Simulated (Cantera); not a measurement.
What does this Cantera script print?

```python
import numpy as np
import cantera as ct

gas = ct.Solution("gri30.yaml")
gas.TPX = 1775, 640, {'C2H4': 1, 'H2': 73}
reactor = ct.IdealGasConstPressureReactor(gas, energy="off", clone=False)
net = ct.ReactorNet([reactor])
net.rtol, net.atol = 1e-08, 1e-18
show = ['C2H4', 'H2', 'H', 'C2H', 'CH4', 'C2H6', 'CH2']
times = np.geomspace(4e-06, 1, 15)

steps = ct.SolutionArray(gas, extra=["t"])
rows = []
print(f"{'t/s':>10s}{'T/K':>9s}{'P/Pa':>11s}" + "".join(f"{s:>11s}" for s in show))
for t in times:
    while net.time < t:
        t_next = net.step()
        steps.append(gas.state, t=t_next)
    rows.append([np.interp(t, steps.t, y) for y in (steps.T, steps.P, *steps(*show).X.T)])
    print(f"{t:10.3e}{rows[-1][0]:9.1f}{rows[-1][1]:11.4g}" + "".join(f"{x:11.3e}" for x in rows[-1][2:]))
rate = np.gradient(steps.T, steps.t)
print("integrator steps:", len(steps.t))
if steps.T.max() > steps.T[0] + 200:
    print(f"time of steepest temperature rise: {steps.t[rate.argmax()]:.4e} s")
gas.TPX = 1775, 640, {'C2H4': 1, 'H2': 73}
gas.equilibrate("TP")
print(f"equilibrium (TP): T = {gas.T:.1f} K  " + "  ".join(f"{s} {gas[s].X[0]:.3e}" for s in show))
```

Output:

```
       t/s      T/K       P/Pa       C2H4         H2          H        C2H        CH4       C2H6        CH2
 4.000e-06   1775.0        640  1.351e-02  9.865e-01  2.928e-09  1.576e-16  3.191e-16  9.700e-13  1.077e-15
 9.719e-06   1775.0        640  1.351e-02  9.865e-01  7.931e-09  5.700e-16  3.386e-15  5.412e-12  7.002e-15
 2.362e-05   1775.0        640  1.350e-02  9.865e-01  2.234e-08  2.425e-15  6.083e-14  2.797e-11  4.583e-14
 5.738e-05   1775.0        640  1.349e-02  9.865e-01  6.162e-08  1.261e-14  1.374e-12  1.239e-10  2.861e-13
 1.394e-04   1775.0        640  1.346e-02  9.865e-01  1.598e-07  7.130e-14  2.621e-11  4.217e-10  1.517e-12
 3.388e-04   1775.0        640  1.339e-02  9.865e-01  3.986e-07  4.127e-13  3.251e-10  1.065e-09  6.205e-12
 8.231e-04   1775.0        640  1.320e-02  9.865e-01  9.776e-07  2.403e-12  2.410e-09  2.037e-09  1.919e-11
 2.000e-03   1775.0        640  1.277e-02  9.865e-01  2.373e-06  1.387e-11  1.150e-08  2.813e-09  4.945e-11
 4.860e-03   1775.0        640  1.177e-02  9.865e-01  5.680e-06  7.776e-11  3.979e-08  2.936e-09  1.131e-10
 1.181e-02   1775.0        640  9.622e-03  9.865e-01  1.320e-05  4.039e-10  1.183e-07  2.737e-09  2.179e-10
 2.869e-02   1775.0        640  5.768e-03  9.866e-01  2.876e-05  1.751e-09  3.178e-07  2.050e-09  2.862e-10
 6.971e-02   1775.0        640  1.507e-03  9.866e-01  5.710e-05  5.386e-09  6.432e-07  7.234e-10  1.490e-10
 1.694e-01   1775.0        640  4.182e-05  9.866e-01  1.143e-04  1.210e-08  8.044e-07  2.978e-11  8.647e-12
 4.116e-01   1775.0        640  5.166e-06  9.864e-01  2.520e-04  2.674e-08  8.204e-07  6.003e-12  3.584e-12
 1.000e+00   1775.0        640  3.948e-06  9.861e-01  5.800e-04  6.157e-08  8.703e-07  7.645e-12  1.083e-11
integrator steps: 553
equilibrium (TP): T = 1775.0 K  C2H4 2.313e-06  H2 9.831e-01  H 3.613e-03  C2H 3.834e-07  CH4 5.007e-05  C2H6 2.151e-11  CH2 1.505e-08
```

Computed with Cantera and GRI-Mech 3.0 (53 species, 325 reactions). GRI-Mech 3.0 was tuned for natural gas; its chemistry of ethylene as a main component is partial and can be far from experiment. GRI-Mech 3.0 stops at C3 and has no aromatics, soot or wall deposition, so with more carbon than oxygen in the feed, carbon stays in small species such as C2H2 where larger ones or solid carbon would form. Radical loss at walls, strong at low pressure, is not modelled.
